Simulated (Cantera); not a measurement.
An isothermal, constant-pressure homogeneous reactor starts with CO : O2 : H2O : N2 = 0.016 : 0.0085 : 0.00013 : 1 (molar parts), equivalence ratio 0.94, at 1200 K and 1.00 bar. Integrator tolerance rtol = 1e-08.

Detailed kinetics in Cantera: GRI-Mech 3.0 (53 species, 325 reactions).

Problem. What does this change do: temperature 1200 to 1323 K?

Solution. 
```
quantity                                             before                                      after
----------------  -----------------------------------------  -----------------------------------------
x(CO) at 4.00 s     9.68e-6 (gas-phase equilibrium 1.25e-8)    1.47e-5 (gas-phase equilibrium 1.74e-7)
x(O2) at 4.00 s   0.000495 (gas-phase equilibrium 0.000487)  0.000495 (gas-phase equilibrium 0.000480)
x(H2O) at 4.00 s  0.000128 (gas-phase equilibrium 0.000128)  0.000127 (gas-phase equilibrium 0.000128)
x(O) at 4.00 s     2.25e-7 (gas-phase equilibrium 5.56e-10)    4.07e-7 (gas-phase equilibrium 5.86e-9)
x(N2O) at 4.00 s   5.69e-7 (gas-phase equilibrium 8.28e-10)    1.36e-7 (gas-phase equilibrium 1.80e-9)
x(NO2) at 4.00 s    2.83e-8 (gas-phase equilibrium 8.57e-9)    3.26e-8 (gas-phase equilibrium 1.16e-8)
x(NO) at 4.00 s     2.11e-6 (gas-phase equilibrium 1.06e-5)    6.81e-6 (gas-phase equilibrium 2.46e-5)
```

Problem. What does this change do: temperature 1200 to 1450 K?

Solution. 
| quantity | before | after |
|---|---|---|
| x(CO) at 4.00 s | 9.68e-6 (gas-phase equilibrium 1.25e-8) | 3.55e-5 (gas-phase equilibrium 1.65e-6) |
| x(O2) at 4.00 s | 0.000495 (gas-phase equilibrium 0.000487) | 0.000500 (gas-phase equilibrium 0.000467) |
| x(H2O) at 4.00 s | 0.000128 (gas-phase equilibrium 0.000128) | 0.000127 (gas-phase equilibrium 0.000128) |
| x(O) at 4.00 s | 2.25e-7 (gas-phase equilibrium 5.56e-10) | 9.12e-7 (gas-phase equilibrium 4.37e-8) |
| x(N2O) at 4.00 s | 5.69e-7 (gas-phase equilibrium 8.28e-10) | 7.15e-8 (gas-phase equilibrium 3.50e-9) |
| x(NO2) at 4.00 s | 2.83e-8 (gas-phase equilibrium 8.57e-9) | 3.49e-8 (gas-phase equilibrium 1.48e-8) |
| x(NO) at 4.00 s | 2.11e-6 (gas-phase equilibrium 1.06e-5) | 1.73e-5 (gas-phase equilibrium 5.03e-5) |
